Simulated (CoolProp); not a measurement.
Properties of C3F8 (R218) at several states (Tc = 345.0 K, pc = 26.40 bar, ω = 0.317).

Computed with CoolProp (reference Helmholtz-energy equation of state, Lemmon 2006). It is a short technical equation, of lower accuracy than the large ones.

```json
[
 {"T (K)": "171.1", "p (bar)": "90.9", "phase": "liquid", "isothermal compressibility (1/MPa)": "0.001017", "fugacity coefficient": "0.0002723"},
 {"T (K)": "414.2", "p (bar)": "0.105", "phase": "gas", "isothermal compressibility (1/MPa)": "95.30", "fugacity coefficient": "0.9993"},
 {"T (K)": "391.3", "p (bar)": "39.3", "phase": "supercritical", "isothermal compressibility (1/MPa)": "0.4279", "fugacity coefficient": "0.7042"},
 {"T (K)": "178.6", "p (bar)": "0.134", "phase": "liquid", "isothermal compressibility (1/MPa)": "0.001261", "fugacity coefficient": "0.1941"},
 {"T (K)": "232.2", "p (bar)": "0.431", "phase": "gas", "isothermal compressibility (1/MPa)": "23.78", "fugacity coefficient": "0.9774"}
]
```
